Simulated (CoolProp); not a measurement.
Saturated liquid density (kg/m³) of CHF3 (R23): the reference equation beside estimates from Tc = 299.3 K, pc = 48.32 bar, ω = 0.263. Rackett uses Z = 0.29056 − 0.08775 ω.

Model: reference Helmholtz-energy equation of state, Penoncello 2003, in CoolProp.

```tsv
T (K)	reference	Rackett	van der Waals	Redlich-Kwong	Soave-Redlich-Kwong	Peng-Robinson
149.2	1597	1501	892.0	1325	1353	1522
153.9	1581	1486	884.1	1312	1342	1510
158.6	1564	1471	876.1	1298	1330	1498
163.3	1548	1456	867.8	1284	1318	1485
168	1531	1441	859.5	1270	1306	1471
172.7	1514	1425	850.9	1256	1293	1458
177.4	1497	1410	842.1	1241	1279	1443
182.1	1480	1394	833.1	1225	1265	1428
186.8	1462	1377	823.9	1209	1251	1413
191.5	1444	1361	814.5	1193	1236	1396
```

Absolute difference from the reference over all 10 rows, mean and median: Rackett 5.9 and 5.9 %, van der Waals 43.9 and 43.8 %, Redlich-Kwong 17.1 and 17.1 %, Soave-Redlich-Kwong 14.7 and 14.6 %, Peng-Robinson 3.9 and 3.8 %.
